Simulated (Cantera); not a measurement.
Charge: 1 mol Si2H6, 0.0035 mol Cl2, 21 mol N2, at 13.3 mbar.

These are equilibrium values from Cantera (NASA tables, ideal gas, pure condensed phases), not measurements of a reactor. Candidate condensed phases: NH4Cl, Si, Si3N4; 28 gas species. The feed counts by its element totals alone. N2 is the only nitrogen source here; it is nearly inert below about 1500 K, so the nitride shown seldom forms there in practice. The numbers say what is thermodynamically allowed, not how fast it happens. All values below are at 952 °C.

Base state: N2 0.868, H2 0.132, HCl 0.000309 (mole fractions); condensed: Si3N4(s).

Q: What changes in the equilibrium state with this change: Si2H6 replaced by SiH2Cl2?

A: 
```
species          before     after
-------------  --------  --------
N2                0.868     0.916
HCl            0.000309    0.0665
H2                0.132    0.0116
SiCl4             <1e-9   0.00539
SiCl3             <1e-9  0.000431
SiCl2             <1e-9  0.000272
SiHCl3            <1e-9   2.92e-5
Si3N4(s), mol     0.667     0.288
```
The tables' values for SiCl3 are old estimates; treat these amounts as uncertain.
